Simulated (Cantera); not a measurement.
Charge: 1 mol SiHCl3, 7.8 mol N2, at 1.00 Torr.

Cantera equilibrium calculation (NASA polynomials, part measured and part estimated; ideal gas, pure solids and liquids). Candidate condensed phases: NH4Cl, Si, Si3N4; 28 gas species. N2 is the only nitrogen source here; it is nearly inert below about 1500 K, so the nitride shown seldom forms there in practice. Equilibrium is a limit: real reactors are often held back by kinetics, nucleation or transport.

**Question.** Which condensed phases are stable at each of these points (T (K)): 1200, 1275, 1350, 1425, 1500, 1575, 1650, 1725, 1800, 1875, 1950, 2025, 2100?

**Answer.** 
```json
[
 {"T (K)": "1200", "condensed phases": "Si3N4(s)", "Si condensed (%)": "44.7"},
 {"T (K)": "1275", "condensed phases": "Si3N4(s)", "Si condensed (%)": "37.8"},
 {"T (K)": "1350", "condensed phases": "Si3N4(s)", "Si condensed (%)": "20.6"},
 {"T (K)": "1425", "condensed phases": "Si3N4(s)", "Si condensed (%)": "0.1"},
 {"T (K)": "1500", "condensed phases": "gas only", "Si condensed (%)": "0.0"},
 {"T (K)": "1575", "condensed phases": "gas only", "Si condensed (%)": "0.0"},
 {"T (K)": "1650", "condensed phases": "gas only", "Si condensed (%)": "0.0"},
 {"T (K)": "1725", "condensed phases": "gas only", "Si condensed (%)": "0.0"},
 {"T (K)": "1800", "condensed phases": "gas only", "Si condensed (%)": "0.0"},
 {"T (K)": "1875", "condensed phases": "gas only", "Si condensed (%)": "0.0"},
 {"T (K)": "1950", "condensed phases": "gas only", "Si condensed (%)": "0.0"},
 {"T (K)": "2025", "condensed phases": "gas only", "Si condensed (%)": "0.0"},
 {"T (K)": "2100", "condensed phases": "gas only", "Si condensed (%)": "0.0"}
]
```

From 1200 K to 1425 K the condensed part is Si3N4(s). From 1500 K to 2100 K nothing is condensed.
